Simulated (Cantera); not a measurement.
Feed: 1 mol Si₂Cl₆, 0.053 mol Cl₂, 860 mol H₂, held at 59.0 mbar.

Equilibrium computed with Cantera from the NASA thermochemical tables; the gas is ideal and each condensed phase is pure. Candidate condensed phases: Si; 19 gas species. The feed counts by its element totals alone. Kinetics and transport are ignored. All values below are at 1325 K.

Base state: H₂ 0.993, HCl 0.00681, SiCl₂ 0.000128 (mole fractions); condensed: Si(s).

Task: What changes in the equilibrium state with this change: Si₂Cl₆ replaced by SiH₂Cl₂?

Result: 
```tsv
species	before	after
H₂	0.993	0.998
HCl	0.00681	0.00241
SiCl₂	0.000128	1.60e-5
Si(s), mol	1.89	0.986
```
